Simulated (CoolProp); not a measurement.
Methane along the isobar 48.4 bar: Z from the reference equation and from simpler models built on Tc = -82.6 °C, pc = 45.99 bar, ω = 0.011; each cubic takes its own stable root.

Computed with CoolProp (reference Helmholtz-energy equation of state, Setzmann 1991).

```tsv
T (°C)	phase	reference	van der Waals	Peng-Robinson
-109.55	liquid	0.1685	0.2415	0.1574
-74.25	supercritical	0.5582	0.5672	0.5316
-38.95	supercritical	0.7954	0.7829	0.7691
-3.65	supercritical	0.8811	0.8637	0.8600
31.65	supercritical	0.9268	0.9085	0.9100
66.95	supercritical	0.9544	0.9366	0.9407
102.25	supercritical	0.9722	0.9554	0.9609
137.55	supercritical	0.9842	0.9686	0.9747
172.85	supercritical	0.9926	0.9781	0.9845
208.15	supercritical	0.9986	0.9852	0.9915
```
